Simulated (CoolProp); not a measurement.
Model: reference Helmholtz-energy equation of state, Lemmon 2006, in CoolProp. It is a short technical equation, of lower accuracy than the large ones.

### Question
For acetone, give the phase and the Z, cv (kJ/(kg K)), speed of sound (m/s), Joule-Thomson coefficient (K/MPa) at 189.6 K and 0.998 MPa; 355.8 K and 0.998 MPa.

### Answer
- 189.6 K and 0.998 MPa: liquid; Z 0.0408, cv 1.43, speed of sound 1710, Joule-Thomson coefficient -0.431
- 355.8 K and 0.998 MPa: liquid; Z 0.0273, cv 1.66, speed of sound 910, Joule-Thomson coefficient -0.224
